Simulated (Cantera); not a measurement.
Charge: 1 mol SiC, 0.41 mol H2O, 7.6 mol N2, at 0.0100 bar.

Method: chemical equilibrium by Gibbs-energy minimisation in Cantera with the NASA 1993 tables (ideal gas, pure condensed phases). Candidate condensed phases: C, C6H6, C7H8, C8H18, H2O, Si, SiC, SiO2, Si2N2O, Si3N4; 151 gas species. Mutual solubility and eutectic melting of coexisting phases are not modelled. Equilibrium is a limit: real reactors are often held back by kinetics, nucleation or transport. All values below are at 1525 K.

Base state: N2 0.916, H2 0.0502, CO 0.0334, HCN 0.000205, SiO 0.000125, H 5.30e-5 (mole fractions); condensed: SiC(s) + Si2N2O(s).

**Question.** What changes in the equilibrium state with this change: SiC replaced by Si?

**Answer.** 
| species | before | after |
|---|---|---|
| N2 | 0.916 | 0.945 |
| H2 | 0.0502 | 0.0548 |
| H | 5.30e-5 | 5.54e-5 |
| CO | 0.0334 | 0 |
| SiO | 0.000125 | 3.16e-5 |
| HCN | 0.000205 | 0 |
| SiC(s), mol | 0.726 | 0 |
| Si2N2O(s), mol | 0.137 | 0.410 |
| Si3N4(s), mol | 0 | 0.0601 |
